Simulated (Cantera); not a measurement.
Feed: 1 mol C, 0.053 mol NH₃, 1.1 mol H₂, equilibrated at 3023.15 K.

Method: chemical equilibrium by Gibbs-energy minimisation in Cantera with the NASA 1993 tables (ideal gas, pure condensed phases). Candidate condensed phases: C, C₆H₆, C₇H₈, C₈H₁₈; 92 gas species. The ideal-gas law is rough above about 30 bar. Rates play no part.

Question: Which condensed phases are stable at each of these points (P (Pa)): 10, 56, 320, 1800, 10000, 56000, 320000, 1800000, 10000000?

Answer: 
| P (Pa) | condensed phases | C condensed (%) |
|---|---|---|
| 10 | gas only | 0.0 |
| 56 | gas only | 0.0 |
| 320 | gas only | 0.0 |
| 1800 | C(graphite) | 72.8 |
| 10000 | C(graphite) | 82.3 |
| 56000 | C(graphite) | 82.6 |
| 320000 | C(graphite) | 82.1 |
| 1800000 | C(graphite) | 81.7 |
| 10000000 | C(graphite) | 80.8 |

From 0.000100 bar to 0.00320 bar nothing is condensed. From 0.0180 bar to 100 bar the condensed part is C(graphite).
